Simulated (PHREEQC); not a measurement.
A PHREEQC speciation (ion-association model, wateq4f.dat) at 25 °C gives pH 3.41 and these molalities:

```csv
species,mol/kgw
Cl-,0.237
CdCl+,0.188
CdCl2,0.0879
Cd+2,0.0306
CdCl3-,0.0131
H+,0.000498
SO4-2,0.000153
CdSO4,9.49e-5
HSO4-,2.12e-6
Cd(SO4)2-2,1.50e-7
CdOHCl,1.36e-7
```

Question: What are the element totals, and what could have been dissolved in 1 kg of water to give them?

Answer: One answer among several that fit: totals Cd 0.320, Cl 0.640, S(6) 0.000250 mol/kgw, from 0.32 mol CdCl2 and 0.00025 mol H2SO4 per kg of water.

This is a speciation only: nothing precipitates in the calculation.
